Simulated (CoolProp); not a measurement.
Computed with CoolProp (reference Helmholtz-energy equation of state, Lemmon 2006). It is a short technical equation, of lower accuracy than the large ones.

Task: Give the vapour pressure (kPa), surface tension (mN/m), liquid viscosity (µPa s), liquid conductivity (mW/(m K)) of saturated C3F8 (R218) at -23.05, -18.25, -13.35 °C.

Result: 
```tsv
T (°C)	p (kPa)	surface tension (mN/m)	liquid viscosity (µPa s)	liquid conductivity (mW/(m K))
-23.05	181	8.91	349	58.3
-18.25	218	8.36	324	57.0
-13.35	262	7.80	300	55.6
```

Viscosity comes from a separate model (Huber 2003), an estimate that may be off by 10 % or more. Thermal conductivity comes from a separate model (Huber 2003), an estimate that may be off by 10 % or more. Surface tension comes from a separate correlation (Mulero 2012).
